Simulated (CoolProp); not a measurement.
The numbers come from the reference Helmholtz-energy equation of state, Lemmon 2006 in CoolProp. It is a short technical equation, of lower accuracy than the large ones.

**Question.** For carbonyl sulfide, give the phase and the density (kg/m³), cp (kJ/(kg K)), isothermal compressibility (1/MPa) at 203.7 K and 6.8 MPa; 231.1 K and 6.8 MPa.

**Answer.** 
- 203.7 K and 6.8 MPa: liquid; density 1220, cp 1.16, isothermal compressibility 0.000991
- 231.1 K and 6.8 MPa: liquid; density 1170, cp 1.18, isothermal compressibility 0.00134
